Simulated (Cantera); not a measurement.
Charge: 1 mol Al(CH3)3, 0.4 mol O2, 110 mol N2, equilibrated at 1.33 mbar.

These are equilibrium values from Cantera (NASA tables, ideal gas, pure condensed phases), not measurements of a reactor. Candidate condensed phases: Al, AlN, Al2O3, C, C6H6, C7H8, C8H18, H2O; 148 gas species. The feed counts by its element totals alone. Mutual solubility and eutectic melting of coexisting phases are not modelled. Rates play no part.

x: gas mole fraction; n: condensed amount in mol.

```json
[
 {"T (K)": "925", "x N2": "0.961", "x H2": "0.0394", "x CO": "1.15e-5", "x HCN": "2.75e-7", "x H": "1.42e-9", "x HNC": "…", "n AlN(s)": "0.468", "n Al2O3(s)": "0.266", "n C(graphite)": "3.00"},
 {"T (K)": "975", "x N2": "0.961", "x H2": "0.0394", "x CO": "5.43e-5", "x HCN": "6.69e-7", "x H": "6.22e-9", "x HNC": "…", "n AlN(s)": "0.471", "n Al2O3(s)": "0.265", "n C(graphite)": "2.99"},
 {"T (K)": "1025", "x N2": "0.960", "x H2": "0.0394", "x CO": "0.000220", "x HCN": "1.49e-6", "x H": "2.37e-8", "x HNC": "…", "n AlN(s)": "0.483", "n Al2O3(s)": "0.258", "n C(graphite)": "2.97"},
 {"T (K)": "1075", "x N2": "0.960", "x H2": "0.0394", "x CO": "0.000784", "x HCN": "3.08e-6", "x H": "7.97e-8", "x HNC": "…", "n AlN(s)": "0.526", "n Al2O3(s)": "0.237", "n C(graphite)": "2.91"},
 {"T (K)": "1125", "x N2": "0.958", "x H2": "0.0393", "x CO": "0.00248", "x HCN": "5.96e-6", "x H": "2.41e-7", "x HNC": "…", "n AlN(s)": "0.656", "n Al2O3(s)": "0.172", "n C(graphite)": "2.72"},
 {"T (K)": "1175", "x N2": "0.954", "x H2": "0.0392", "x CO": "0.00697", "x HCN": "1.09e-5", "x H": "6.65e-7", "x HNC": "…", "n AlN(s)": "1.00", "n Al2O3(s)": "0", "n C(graphite)": "2.20"},
 {"T (K)": "1225", "x N2": "0.954", "x H2": "0.0392", "x CO": "0.00697", "x HCN": "1.89e-5", "x H": "1.69e-6", "x HNC": "…", "n AlN(s)": "1.00", "n Al2O3(s)": "0", "n C(graphite)": "2.20"},
 {"T (K)": "1275", "x N2": "0.954", "x H2": "0.0392", "x CO": "0.00697", "x HCN": "3.15e-5", "x H": "4.00e-6", "x HNC": "…", "n AlN(s)": "1.00", "n Al2O3(s)": "0", "n C(graphite)": "2.20"},
 {"T (K)": "1325", "x N2": "0.954", "x H2": "0.0392", "x CO": "0.00697", "x HCN": "5.04e-5", "x H": "8.86e-6", "x HNC": "…", "n AlN(s)": "1.00", "n Al2O3(s)": "0", "n C(graphite)": "2.19"},
 {"T (K)": "1375", "x N2": "0.954", "x H2": "0.0391", "x CO": "0.00697", "x HCN": "7.80e-5", "x H": "1.86e-5", "x HNC": "…", "n AlN(s)": "1.000", "n Al2O3(s)": "0", "n C(graphite)": "2.19"},
 {"T (K)": "1425", "x N2": "0.954", "x H2": "0.0391", "x CO": "0.00697", "x HCN": "0.000117", "x H": "3.70e-5", "x HNC": "…", "n AlN(s)": "1.000", "n Al2O3(s)": "0", "n C(graphite)": "2.19"},
 {"T (K)": "1475", "x N2": "0.954", "x H2": "0.0391", "x CO": "0.00697", "x HCN": "0.000171", "x H": "7.02e-5", "x HNC": "…", "n AlN(s)": "1.000", "n Al2O3(s)": "0", "n C(graphite)": "2.18"},
 {"T (K)": "1525", "x N2": "0.954", "x H2": "0.0390", "x CO": "0.00697", "x HCN": "0.000243", "x H": "0.000128", "x HNC": "…", "n AlN(s)": "1.000", "n Al2O3(s)": "0", "n C(graphite)": "2.17"}
]
```

Problem. Complete the blanks.

Solution. 
- 925, x HNC: 2.25e-10
- 975, x HNC: 8.20e-10
- 1025, x HNC: 2.63e-9
- 1075, x HNC: 7.58e-9
- 1125, x HNC: 1.98e-8
- 1175, x HNC: 4.76e-8
- 1225, x HNC: 1.07e-7
- 1275, x HNC: 2.25e-7
- 1325, x HNC: 4.47e-7
- 1375, x HNC: 8.46e-7
- 1425, x HNC: 1.53e-6
- 1475, x HNC: 2.65e-6
- 1525, x HNC: 4.43e-6
